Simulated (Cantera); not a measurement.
Feed: 1 mol Si, a varied amount of Cl₂, 7 mol H₂, at 1100 K and 3.20 bar.

Equilibrium computed with Cantera from the NASA thermochemical tables; the gas is ideal and each condensed phase is pure. Candidate condensed phases: Si; 19 gas species. Rates play no part.

Q: Which condensed phases are stable at each of these points (n(Cl₂) (mol)): 0.5, 0.61, 0.74, 0.9, 1.1, 1.3, 1.6, 2, 2.4?

A: 
```
n(Cl₂) (mol)  condensed phases  Si condensed (%)
------------  ----------------  ----------------
0.5                      Si(s)              72.6
0.61                     Si(s)              66.4
0.74                     Si(s)              59.2
0.9                      Si(s)              50.2
1.1                      Si(s)              39.1
1.3                      Si(s)              28.0
1.6                      Si(s)              11.5
2                     gas only               0.0
2.4                   gas only               0.0
```

From 0.5 mol Cl₂ to 1.6 mol Cl₂ the condensed part is Si(s). From 2 mol Cl₂ to 2.4 mol Cl₂ nothing is condensed.
